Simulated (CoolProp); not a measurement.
Hexamethyldisiloxane (MM) along the isobar 1.68 MPa: Z from the reference equation and from simpler models built on Tc = 518.7 K, pc = 1.931 MPa, ω = 0.418; each cubic takes its own stable root.

Computed with CoolProp (reference Helmholtz-energy equation of state, Thol 2016).

```
T (K)   phase  reference
-----  ------  ---------
488.4  liquid     0.1344
504.9  liquid     0.1469
521.3     gas     0.5799
537.8     gas     0.6602
554.2     gas     0.7134
570.7     gas     0.7540
587.1     gas     0.7862
603.6     gas     0.8129
620       gas     0.8352
```

Question: How far does each simpler model (van der Waals, Redlich-Kwong, Peng-Robinson) lie from the reference over these 9 states: mean and median of the absolute difference, and the worst?

Answer: 
- van der Waals: mean 40.2 %, median 3.1 %, worst +275.8 % at 504.9 K and 1.68 MPa
- Redlich-Kwong: mean 8.2 %, median 2.6 %, worst +34.7 % at 504.9 K and 1.68 MPa
- Peng-Robinson: mean 2.5 %, median 1.3 %, worst +10.8 % at 504.9 K and 1.68 MPa

At some of these states van der Waals gives the other phase, because its saturation line lies elsewhere.
